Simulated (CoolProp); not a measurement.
The numbers come from the reference Helmholtz-energy equation of state, de Reuck 1993 in CoolProp.

Give the vapour pressure (kPa), enthalpy of vaporisation (kJ/kg), liquid viscosity (µPa s), vapour viscosity (µPa s) of saturated methanol at 427.6, 443.4, 459.2 K.


```tsv
T (K)	p (kPa)	enthalpy of vaporisation (kJ/kg)	liquid viscosity (µPa s)	vapour viscosity (µPa s)
427.6	1550	842	132	13.2
443.4	2210	771	113	13.7
459.2	3070	694	96.3	14.2
```

Viscosity comes from a separate model (Xiang 2006).
